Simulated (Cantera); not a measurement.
Charge: 1 mol C₂H₄, 0.071 mol H₂O, 12 mol N₂, at 160 Pa.

Method: chemical equilibrium by Gibbs-energy minimisation in Cantera with the NASA 1993 tables (ideal gas, pure condensed phases). Candidate condensed phases: C, C₆H₆, C₇H₈, C₈H₁₈, H₂O; 136 gas species. The numbers say what is thermodynamically allowed, not how fast it happens.

At 2973 K, list the 7 most abundant gas species with their mole fractions, and the condensed phases.

N₂ 0.691, H 0.230, CN 0.0293, C₃ 0.0189, C 0.0124, HCN 0.00507, CO 0.00419. Condensed: gas only.
